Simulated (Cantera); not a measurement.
A closed system holds: 1 mol SiC, 1.3 mol O₂, 16 mol H₂, held at 101000 Pa.

Method: chemical equilibrium by Gibbs-energy minimisation in Cantera with the NASA 1993 tables (ideal gas, pure condensed phases). Candidate condensed phases: C, C₆H₆, C₇H₈, C₈H₁₈, H₂O, Si, SiC, SiO₂; 123 gas species. The tables hold silica as quartz up to 1696 K and as liquid above; real silica turns to tridymite and cristobalite and melts near 1996 K. Equilibrium is a limit: real reactors are often held back by kinetics, nucleation or transport. All values below are at 1198 K.

Base state: H₂ 0.949, CO 0.0357, CH₄ 0.0146, H₂O 0.000912, CO₂ 2.52e-5 (mole fractions); condensed: C(graphite) + SiO₂(β-quartz).

Task: What changes in the equilibrium state with this change: H₂ from 16 to 650 mol?

Result: 
```tsv
species	before	after
H₂	0.949	0.998
CH₄	0.0146	0.000913
CO	0.0357	0.000625
CO₂	2.52e-5	1.37e-7
H₂O	0.000912	0.000298
C(graphite), mol	0.176	0
SiO₂(β-quartz), mol	1.00	1.00
```

Task: What changes in the equilibrium state with this change: SiC replaced by Si?

Result: 
| species | before | after |
|---|---|---|
| H₂ | 0.949 | 0.963 |
| H₂O | 0.000912 | 0.0375 |
| CO | 0.0357 | 0 |
| CH₄ | 0.0146 | 0 |
| CO₂ | 2.52e-5 | 0 |
| C(graphite), mol | 0.176 | 0 |
| SiO₂(β-quartz), mol | 1.00 | 1.00 |
